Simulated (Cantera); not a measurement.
Charge: 1 mol Si3H8, 0.042 mol HCl, 230 mol N2, at 1 atm.

Cantera equilibrium calculation (NASA polynomials, part measured and part estimated; ideal gas, pure solids and liquids). Candidate condensed phases: NH4Cl, Si, Si3N4; 28 gas species. The feed counts by its element totals alone. Kinetics and transport are ignored. All values below are at 1500 K.

Base state: N2 0.983, H2 0.0172, HCl 0.000181 (mole fractions); condensed: Si3N4(s).

### Question
What changes in the equilibrium state with this change: Si3H8 replaced by Si2Cl6?

### Answer
```json
[
 {"species": "N2", "before": "0.983", "after": "0.993"},
 {"species": "SiCl4", "before": "<1e-9", "after": "0.00501"},
 {"species": "SiCl3", "before": "<1e-9", "after": "0.00127"},
 {"species": "H2", "before": "0.0172", "after": "1.33e-7"},
 {"species": "SiCl2", "before": "8.01e-9", "after": "0.00103"},
 {"species": "HCl", "before": "0.000181", "after": "0.000181"},
 {"species": "Si3N4(s), mol", "before": "1.000", "after": "0.103"}
]
```
The tables' values for SiCl3 are old estimates; treat these amounts as uncertain.
